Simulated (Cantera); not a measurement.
Feed: 1 mol PbO, 3.5 mol CO, 6.8 mol H2, at 1350 K and 300000 Pa.

Equilibrium computed with Cantera from the NASA thermochemical tables; the gas is ideal and each condensed phase is pure. Candidate condensed phases: C, C6H6, C7H8, C8H18, H2O, Pb, PbO, PbO2, Pb3O4; 113 gas species. Rates play no part.

Question: What is the equilibrium state?

Answer: 
```
Quantity                                    Value
--------------------------------------  ---------
x(H2)                                       0.583
x(CO)                                       0.318
x(H2O)                                     0.0761
x(CO2)                                     0.0211
x(Pb)                                     0.00163
x(CH4)                                   0.000246
x(H)                                      1.05e-6
n(Pb(l))                                0.983 mol
gas amount                              10.31 mol
log10 activity of C(graphite) (absent)      -1.38
```
